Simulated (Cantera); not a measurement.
# Carbon deposition, reforming and gasification: C3H6 + O2 + H2

Input: 1 mol C3H6, 0.012 mol O2, 2.3 mol H2, equilibrated at 100000 Pa.

Cantera equilibrium calculation (NASA polynomials, part measured and part estimated; ideal gas, pure solids and liquids). Candidate condensed phases: C, C6H6, C7H8, C8H18, H2O; 110 gas species. The numbers say what is thermodynamically allowed, not how fast it happens.

| T (°C) | x H2 | x H | x C2H2 (acetylene) | x CO | x CH4 | x CH3 | n C(graphite) |
|---|---|---|---|---|---|---|---|
| 1575 | 0.994 | 0.000529 | 0.000256 | 0.00451 | 0.000651 | 6.97e-6 | 2.97 |
| 1675 | 0.993 | 0.00113 | 0.000535 | 0.00451 | 0.000483 | 1.09e-5 | 2.97 |
| 1775 | 0.992 | 0.00223 | 0.00104 | 0.00450 | 0.000369 | 1.63e-5 | 2.96 |
| 1875 | 0.989 | 0.00415 | 0.00189 | 0.00450 | 0.000289 | 2.34e-5 | 2.95 |
| 1975 | 0.985 | 0.00729 | 0.00326 | 0.00449 | 0.000230 | 3.24e-5 | 2.94 |
| 2075 | 0.978 | 0.0122 | 0.00534 | 0.00448 | 0.000187 | 4.34e-5 | 2.92 |
| 2175 | 0.967 | 0.0196 | 0.00837 | 0.00446 | 0.000153 | 5.64e-5 | 2.88 |
x: gas mole fraction; n: condensed amount in mol.

From 1575 °C to 2175 °C the condensed part is C(graphite). The main C-bearing gas is CO at 1575 °C and C2H2 (acetylene) at 2175 °C. The share of C in condensed phases is highest at 1575 °C (99.0 %) and lowest at 2175 °C (96.1 %).
